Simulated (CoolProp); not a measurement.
Saturation properties of nitrogen (Tc = 126.2 K, pc = 3.396 MPa, ω = 0.037).

Values from CoolProp's reference Helmholtz-energy equation of state, Span 2000.

```json
[
 {"T (K)": "94.1", "p (MPa)": "0.5041", "liquid density (kg/m³)": "723.2", "liquid viscosity (µPa s)": "90.5"},
 {"T (K)": "96.5", "p (MPa)": "0.6054", "liquid density (kg/m³)": "709.8", "liquid viscosity (µPa s)": "84.1"},
 {"T (K)": "98.9", "p (MPa)": "0.7205", "liquid density (kg/m³)": "695.9", "liquid viscosity (µPa s)": "78.3"},
 {"T (K)": "101.3", "p (MPa)": "0.8507", "liquid density (kg/m³)": "681.4", "liquid viscosity (µPa s)": "72.9"},
 {"T (K)": "103.6", "p (MPa)": "0.9905", "liquid density (kg/m³)": "666.8", "liquid viscosity (µPa s)": "68.1"},
 {"T (K)": "106", "p (MPa)": "1.153", "liquid density (kg/m³)": "650.7", "liquid viscosity (µPa s)": "63.4"},
 {"T (K)": "108.4", "p (MPa)": "1.334", "liquid density (kg/m³)": "633.6", "liquid viscosity (µPa s)": "58.9"},
 {"T (K)": "110.8", "p (MPa)": "1.535", "liquid density (kg/m³)": "615.2", "liquid viscosity (µPa s)": "54.6"},
 {"T (K)": "113.2", "p (MPa)": "1.756", "liquid density (kg/m³)": "595.1", "liquid viscosity (µPa s)": "50.4"},
 {"T (K)": "115.6", "p (MPa)": "2.000", "liquid density (kg/m³)": "572.9", "liquid viscosity (µPa s)": "46.3"},
 {"T (K)": "118", "p (MPa)": "2.268", "liquid density (kg/m³)": "547.7", "liquid viscosity (µPa s)": "42.1"},
 {"T (K)": "120.4", "p (MPa)": "2.561", "liquid density (kg/m³)": "518.0", "liquid viscosity (µPa s)": "37.7"},
 {"T (K)": "122.8", "p (MPa)": "2.883", "liquid density (kg/m³)": "479.9", "liquid viscosity (µPa s)": "32.8"}
]
```

It boils at 77.4 K under 1 atm.

Viscosity comes from a separate model (Lemmon 2004).
